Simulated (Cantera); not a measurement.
Mixture: 7.53 % CH4, 16.3 % O2, 73.6 % N2, 2.48 % H2O, equivalence ratio 0.92, at 2.10 bar, adiabatic and at constant volume. Ignition delay is the time to a rise of 400 K.

Detailed kinetics in Cantera: GRI-Mech 3.0 (53 species, 325 reactions).

### Question
At T0 = 1375 K, what is the delay, and which 5 reactions control it most (d ln τ / d ln k, from doubling and halving each rate constant)?

### Answer
The delay is 2.98 ms.
| reaction | d ln τ / d ln k | faster rate |
|---|---|---|
| 2 CH3 (+M) <=> C2H6 (+M) | 0.50 | lengthens it |
| CH3 + O2 <=> CH3O + O | -0.45 | shortens it |
| CH3 + O2 <=> CH2O + OH | -0.30 | shortens it |
| H + O2 <=> O + OH | -0.30 | shortens it |
| CH4 + H <=> CH3 + H2 | 0.26 | lengthens it |
